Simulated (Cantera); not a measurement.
Charge: 1 mol CuO, 1.2 mol C, 0.19 mol H2, at 4.43 Torr.

These are equilibrium values from Cantera (NASA tables, ideal gas, pure condensed phases), not measurements of a reactor. Candidate condensed phases: C, C6H6, C7H8, C8H18, Cu, CuO, Cu(OH)2, Cu2O, H2O; 113 gas species. Rates play no part.

Question: What share of the Cu ends up in condensed phases as a function of T (K), at 1050, 1250, 1450, 1650, 1850, 2050, 2250, 2450?

Answer: 
```
T (K)  Cu condensed (%)     as
-----  ----------------  -----
1050              100.0  Cu(s)
1250              100.0  Cu(s)
1450               99.9  Cu(l)
1650               98.3  Cu(l)
1850               77.0  Cu(l)
2050                0.0      -
2250                0.0      -
2450                0.0      -
```
